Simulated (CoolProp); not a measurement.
Vapour-liquid equilibrium of methanol (1) + benzene (2) at 476.8 K; x and y are mole fractions of (1).

Computed with CoolProp (multi-fluid Helmholtz-energy mixture model, de Reuck 1993 and Thol 2012; pair parameters Bell 2016).

```
x     bubble pressure (MPa)  y at the bubble point  dew pressure at overall composition x (MPa)  liquid density (mol/L)
----  ---------------------  ---------------------  -------------------------------------------  ----------------------
0.05                  1.899                  0.181                                        1.614                   8.476
0.15                  2.467                  0.369                                        1.825                   8.766
0.25                    [?]                  0.471                                        2.082                   9.103
0.35                  3.191                  0.542                                          [?]                     [?]
0.45                  3.449                  0.603                                          [?]                   10.01
0.55                  3.671                  0.662                                        3.225                   10.66
0.65                  3.865                  0.724                                        3.630                   11.51
0.75                  4.030                  0.794                                        3.931                     [?]
0.85                  4.164                  0.871                                        4.132                   14.01
0.95                  4.268                  0.956                                        4.262                   15.79
```

Question: Fill in the missing entries.

Answer: 
- 0.25, bubble pressure (MPa): 2.877
- 0.35, dew pressure at overall composition x (MPa): 2.400
- 0.35, liquid density (mol/L): 9.508
- 0.45, dew pressure at overall composition x (MPa): 2.788
- 0.75, liquid density (mol/L): 12.60

No azeotrope shows between x = 0.05 and 0.95.

The pair parameters rest on a limited set of measurements; away from them the model extrapolates.
